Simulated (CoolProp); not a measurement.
Propane at 255.03 K and 0.138 MPa flows at 3.3 m/s in a round tube of 12.7 mm bore and 15 µm roughness, fully developed (64/Re and Nu = 3.66 if laminar; Colebrook and Gnielinski if turbulent). Each further row changes one setting.

Computed with CoolProp (reference Helmholtz-energy equation of state, Lemmon 2009).

```json
[
 {"case": "as stated", "Reynolds number": "17900", "Darcy friction factor": "[?]", "pressure drop (Pa/m)": "36.9", "heat-transfer coefficient (W/(m² K))": "58.5", "mass flow (kg/h)": "[?]"},
 {"case": "velocity 6.6 m/s", "Reynolds number": "35900", "Darcy friction factor": "[?]", "pressure drop (Pa/m)": "[?]", "heat-transfer coefficient (W/(m² K))": "106", "mass flow (kg/h)": "8.97"},
 {"case": "diameter 25.4 mm", "Reynolds number": "35900", "Darcy friction factor": "0.0242", "pressure drop (Pa/m)": "15.5", "heat-transfer coefficient (W/(m² K))": "[?]", "mass flow (kg/h)": "17.9"}
]
```

### Question
Fill in the missing entries.

### Answer

- as stated, Darcy friction factor: 0.0289
- as stated, mass flow (kg/h): 4.48
- velocity 6.6 m/s, Darcy friction factor: 0.0257
- velocity 6.6 m/s, pressure drop (Pa/m): 131
- diameter 25.4 mm, heat-transfer coefficient (W/(m² K)): 49.8

Viscosity comes from a separate model (Vogel 1998). Thermal conductivity comes from a separate model (Marsh 2002).
